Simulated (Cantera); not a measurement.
SiF4 + N2 + NH3 (silicon nitride deposition)

Charge: 1 mol SiF4, 1.9 mol N2, 6.1 mol NH3.

These are equilibrium values from Cantera (NASA tables, ideal gas, pure condensed phases), not measurements of a reactor. Candidate condensed phases: Si, Si3N4; 37 gas species. The tables' values for SiF2, SiF3 are old estimates. Rates play no part.

Task: Map the stable condensed phases over T = 775, 875, 975, 1075, 1175, 1275, 1375, 1475, 1575, 1675, 1775, 1875, 1975 K and P in Pa = 5, 26, 140, 710, 3700, 19000, 100000.

Result: 
```
T in K \ P in Pa
              5     26    140    710   3700  19000 100000
   1975       A      A      A      A      A      A      A
   1875       A      A      A      A      A      A      A
   1775       A      A      A      A      A      A      A
   1675       A      A      A      A      A      A      A
   1575       A      A      A      A      A      A      A
   1475       A      A      A      A      A      B      B
   1375       A      A      A      A      B      B      B
   1275       A      A      B      B      B      B      B
   1175       B      B      B      B      B      B      B
   1075       B      B      B      B      B      B      B
    975       B      B      B      B      B      B      B
    875       B      B      B      B      B      B      B
    775       B      B      B      B      B      B      A
```
A: gas only; B: Si3N4.
